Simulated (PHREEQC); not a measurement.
Synthetic water in mg/L, 20 °C, pH 3.46, pe 10:

```csv
constituent,mg/L
Na,74.9
K,50
Ca,194
Mg,147
Cl,80.8
S(6) as SO4,1230
Cd,1.38
Fe(3),3.53
Cu(2),0.292
```

Valence states are taken as typed.

Computed with PHREEQC (ion-association model, phreeqc.dat).

No solid was allowed to form.

Question: Order these Fe species by the share of Fe that they hold, largest first: FeOH+2, FeSO4+, Fe(OH)2+, Fe+3, Fe(SO4)2-.

Answer: FeSO4+ (52 %), FeOH+2 (27 %), Fe(OH)2+ (12 %), Fe(SO4)2- (5.2 %), Fe+3 (3.5 %)

Question: Order these Cd species by the share of Cd that they hold, largest first: Cd+2, CdCl+, Cd(SO4)2-2, CdSO4.

Answer: Cd+2 (55 %), CdSO4 (35 %), CdCl+ (5.9 %), Cd(SO4)2-2 (3.7 %)

The pH is 3.46 and the ionic strength 0.0371 mol/kgw. Saturation is exceeded, for instance for Jarosite-K, Hematite (slow to form); the values hold only as long as no solid forms.
